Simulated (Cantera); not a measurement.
# Low-pressure radical oxidation in H2/O2

An isothermal, constant-pressure homogeneous reactor starts with H2 : O2 = 0.043 : 1 (molar parts), equivalence ratio 0.021, at 1325 K and 0.00220 bar.

Cantera simulation using the H2/O2 subset of GRI-Mech 3.0, which has no nitrogen chemistry; the numbers are that mechanism's predictions, not measurements. Radical loss at walls, strong at low pressure, is not modelled. The temperature is held fixed by assumption; the heat of reaction is taken as removed at once.

| t (s) | x H2 | x O2 | x H2O2 | x OH | x HO2 | x H |
|---|---|---|---|---|---|---|
| 0.000200 | 0.0412 | 0.959 | 1.51e-12 | 4.16e-9 | 1.02e-8 | 6.53e-9 |
| 0.000502 | 0.0412 | 0.959 | 9.48e-12 | 1.81e-8 | 2.55e-8 | 1.36e-8 |
| 0.00126 | 0.0412 | 0.959 | 5.87e-11 | 9.51e-8 | 6.41e-8 | 4.88e-8 |
| 0.00317 | 0.0412 | 0.959 | 3.55e-10 | 1.72e-6 | 1.61e-7 | 7.91e-7 |
| 0.00795 | 0.0378 | 0.956 | 2.46e-9 | 0.00134 | 3.11e-7 | 0.000647 |
| 0.0200 | 0.000637 | 0.923 | 9.87e-9 | 0.00426 | 3.37e-7 | 0.00480 |
| 0.0501 | 0.000593 | 0.923 | 9.51e-9 | 0.00416 | 3.32e-7 | 0.00465 |
| 0.126 | 0.000578 | 0.924 | 9.50e-9 | 0.00411 | 3.30e-7 | 0.00446 |
| 0.316 | 0.000544 | 0.927 | 9.47e-9 | 0.00399 | 3.24e-7 | 0.00403 |
| 0.793 | 0.000468 | 0.931 | 9.33e-9 | 0.00371 | 3.08e-7 | 0.00316 |
| 1.99 | 0.000328 | 0.940 | 8.81e-9 | 0.00312 | 2.71e-7 | 0.00180 |
| 5.00 | 0.000157 | 0.949 | 7.28e-9 | 0.00217 | 1.97e-7 | 0.000579 |
x: mole fraction; the columns are a selection and need not sum to one.

Equilibrium at this temperature and pressure: H2 1.24e-7, O2 0.958, H2O2 1.28e-10, OH 6.12e-5, HO2 2.07e-8, H 1.23e-8 (gas phase only).
